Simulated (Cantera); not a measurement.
Charge: 1 mol CH3F, at 3323.15 K and 0.380 bar.

Equilibrium computed with Cantera from the NASA thermochemical tables; the gas is ideal and each condensed phase is pure. Candidate condensed phases: C, C6H6, C7H8, C8H18; 95 gas species. Rates play no part.

Base state: HF 0.403, H 0.297, H2 0.224, C2H2 (acetylene) 0.0324, C3 0.0182, C2H 0.0112, F 0.00562, C 0.00213 (mole fractions); condensed: C(graphite).

Question: What changes in the equilibrium state with this change: CH3F replaced by CH3Cl?

Answer: 
```json
[
 {"species": "H", "before": "0.297", "after": "0.313"},
 {"species": "H2", "before": "0.224", "after": "0.248"},
 {"species": "HCl", "before": "0", "after": "0.198"},
 {"species": "HF", "before": "0.403", "after": "0"},
 {"species": "Cl", "before": "0", "after": "0.167"},
 {"species": "C2H2 (acetylene)", "before": "0.0324", "after": "0.0359"},
 {"species": "C2H", "before": "0.0112", "after": "0.0118"},
 {"species": "C3", "before": "0.0182", "after": "0.0182"},
 {"species": "F", "before": "0.00562", "after": "0"},
 {"species": "CF", "before": "0.00118", "after": "0"},
 {"species": "C2HCl", "before": "0", "after": "0.000888"},
 {"species": "C2HF", "before": "7.91e-5", "after": "0"},
 {"species": "C(graphite), mol", "before": "0.602", "after": "0.528"}
]
```
The tables' values for CCl are old estimates; treat these amounts as uncertain.

Question: What changes in the equilibrium state with this change: temperature from 3323.15 K to 1000 K?

Answer: 
```json
[
 {"species": "HF", "before": "0.403", "after": "0.504"},
 {"species": "H2", "before": "0.224", "after": "0.487"},
 {"species": "CH4", "before": "1.10e-6", "after": "0.00861"},
 {"species": "H", "before": "0.297", "after": "2.57e-9"},
 {"species": "C2H2 (acetylene)", "before": "0.0324", "after": "<1e-9"},
 {"species": "C3", "before": "0.0182", "after": "<1e-9"},
 {"species": "C2H", "before": "0.0112", "after": "<1e-9"},
 {"species": "F", "before": "0.00562", "after": "<1e-9"},
 {"species": "C", "before": "0.00213", "after": "<1e-9"},
 {"species": "C(graphite), mol", "before": "0.602", "after": "0.983"}
]
```
